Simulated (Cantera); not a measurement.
**Thermodynamics of hydrogen reduction and annealing atmospheres, feed CuO + H2 + N2**

Charge: 1 mol CuO, 2.9 mol H2, 65 mol N2, at 10.0 Pa.

Method: chemical equilibrium by Gibbs-energy minimisation in Cantera with the NASA 1993 tables (ideal gas, pure condensed phases). Candidate condensed phases: Cu, CuO, Cu(OH)2, Cu2O, H2O; 27 gas species. Kinetics and transport are ignored.

From 400 °C to 1075 °C the condensed part is Cu(s). From 1150 °C to 1300 °C nothing is condensed.

| T (°C) | x N2 | x H2 | x H2O | x Cu | x H | x OH | x Cu2 | n Cu(s) |
|---|---|---|---|---|---|---|---|---|
| 400 | 0.957 | 0.0280 | 0.0147 | <1e-12 | <1e-12 | <1e-12 | <1e-12 | 1.00 |
| 475 | 0.957 | 0.0280 | 0.0147 | <1e-12 | 4.81e-12 | <1e-12 | <1e-12 | 1.00 |
| 550 | 0.957 | 0.0280 | 0.0147 | 2.75e-11 | 1.23e-10 | <1e-12 | <1e-12 | 1.00 |
| 625 | 0.957 | 0.0280 | 0.0147 | 1.63e-9 | 1.83e-9 | <1e-12 | <1e-12 | 1.00 |
| 700 | 0.957 | 0.0280 | 0.0147 | 5.13e-8 | 1.81e-8 | 1.70e-11 | <1e-12 | 1.000 |
| 775 | 0.957 | 0.0280 | 0.0147 | 9.78e-7 | 1.29e-7 | 2.14e-10 | 3.66e-12 | 1.000 |
| 850 | 0.957 | 0.0280 | 0.0147 | 1.25e-5 | 7.12e-7 | 1.93e-9 | 1.37e-10 | 0.999 |
| 925 | 0.957 | 0.0280 | 0.0147 | 0.000116 | 3.18e-6 | 1.32e-8 | 3.22e-9 | 0.992 |
| 1000 | 0.956 | 0.0280 | 0.0147 | 0.000824 | 1.19e-5 | 7.23e-8 | 5.17e-8 | 0.944 |
| 1075 | 0.953 | 0.0278 | 0.0147 | 0.00468 | 3.86e-5 | 3.27e-7 | 6.03e-7 | 0.680 |
| 1150 | 0.943 | 0.0275 | 0.0145 | 0.0145 | 0.000110 | 1.26e-6 | 2.33e-6 | 0 |
| 1225 | 0.943 | 0.0274 | 0.0145 | 0.0145 | 0.000285 | 4.27e-6 | 1.02e-6 | 0 |
| 1300 | 0.943 | 0.0272 | 0.0145 | 0.0145 | 0.000671 | 1.29e-5 | 4.87e-7 | 0 |
x: gas mole fraction; n: condensed amount in mol.
